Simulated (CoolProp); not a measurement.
Computed with CoolProp (reference Helmholtz-energy equation of state, Gao 2020).

### Question
For ammonia, give the phase and the density (kg/m³), Joule-Thomson coefficient (K/MPa), expansivity (1/kK), viscosity (µPa s) at 451.85 °C and 15.2 MPa; 451.85 °C and 34.1 MPa; 451.85 °C and 56.8 MPa.

### Answer
- 451.85 °C and 15.2 MPa: supercritical; density 44.8, Joule-Thomson coefficient 1.78, expansivity 1.73, viscosity 27.4
- 451.85 °C and 34.1 MPa: supercritical; density 104, Joule-Thomson coefficient 1.41, expansivity 2.10, viscosity 29.7
- 451.85 °C and 56.8 MPa: supercritical; density 173, Joule-Thomson coefficient 0.968, expansivity 2.28, viscosity 33.5

Viscosity comes from a separate model (Fenghour 1995).
